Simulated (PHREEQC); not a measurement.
Nickel, zinc or cadmium bath: an equilibrium model

A solution holds 30 mmol/kgw NiCl2, 140 mmol/kgw NaCl and 8.6 mmol/kgw MnSO4, at 25 °C. Closed to the air; pH follows from the charge balance.

Model: ion-association model, wateq4f.dat, run in PHREEQC.

Each row changes one thing in this solution. This is a speciation only: nothing precipitates in the calculation.

| case | pH | ionic strength (mol/kgw) | Cl- (mol/kgw) | SO4-2 (mol/kgw) | NaSO4- (mol/kgw) | HSO4- (mol/kgw) | SI of Halite (NaCl) | SI of Mirabilite (Na2SO4:10H2O) |
|---|---|---|---|---|---|---|---|---|
| as made | 6.01 | 0.240 | 0.193 | 0.00524 | 0.000996 | 1.91e-7 | -3.44 | -3.74 |
| diluted 5-fold with water | 6.22 | 0.0505 | 0.0396 | 0.00128 | 8.20e-5 | 4.21e-8 | -4.71 | -5.40 |
| MnSO4 replaced by Cs2SO4 at the same molality | 6.02 | 0.236 | 0.195 | 0.00554 | 0.00106 | 1.96e-7 | -3.44 | -3.71 |
| NiCl2 from 0.03 to 0.3 mol/kgw | 5.57 | 0.755 | 0.564 | 0.00308 | 0.000396 | 2.20e-7 | -3.05 | -4.24 |
| NiCl2 left out | 6.61 | 0.166 | 0.139 | 0.00643 | 0.00139 | 6.48e-8 | -3.56 | -3.57 |
| 0.0043 mol/kgw H2SO4 added | 2.25 | 0.247 | 0.193 | 0.00705 | 0.00132 | 0.00146 | -3.45 | -3.62 |
| temperature from 25 to 35 °C | 5.87 | 0.240 | 0.193 | 0.00512 | 0.00101 | 3.17e-7 | -3.47 | -4.22 |
| temperature from 25 to 30 °C | 5.94 | 0.240 | 0.193 | 0.00517 | 0.00101 | 2.46e-7 | -3.46 | -3.98 |

The ionic strength passes 0.7 mol/kgw, the rough limit of the ion-association models, in NiCl2 from 0.03 to 0.3 mol/kgw. Complexes and solids missing from the database can't appear. In wateq4f.dat the enthalpy of Ni(OH)2 has the wrong sign, so its saturation index can't be trusted away from 25 °C.
